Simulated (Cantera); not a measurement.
A closed system holds: 1 mol FeS2, 0.068 mol SO3, 4.2 mol CO2, held at 1400 K and 0.320 bar.

Method: chemical equilibrium by Gibbs-energy minimisation in Cantera with the NASA 1993 tables (ideal gas, pure condensed phases). Candidate condensed phases: C, Fe, Fe(CO)5, FeO, FeS, FeSO4, FeS2, Fe2O3, Fe2(SO4)3, Fe3O4, S; 25 gas species. FeS: taken at fixed stoichiometry. Equilibrium is a limit: real reactors are often held back by kinetics, nucleation or transport.

Base state: CO2 0.732, CO 0.117, SO2 0.0800, S2 0.0649, COS 0.00338, S2O 0.00140, SO 0.000814 (mole fractions); condensed: FeS(s).

### Question
What changes in the equilibrium state with this change: pressure from 0.320 bar to 9.30 bar?

### Answer
| species | before | after |
|---|---|---|
| CO2 | 0.732 | 0.789 |
| S2 | 0.0649 | 0.0726 |
| CO | 0.117 | 0.0659 |
| SO2 | 0.0800 | 0.0578 |
| COS | 0.00338 | 0.0108 |
| CS2 | 3.69e-6 | 3.51e-5 |
| SO | 0.000814 | 0.000307 |
| FeS(s), mol | 1.00 | 1.00 |
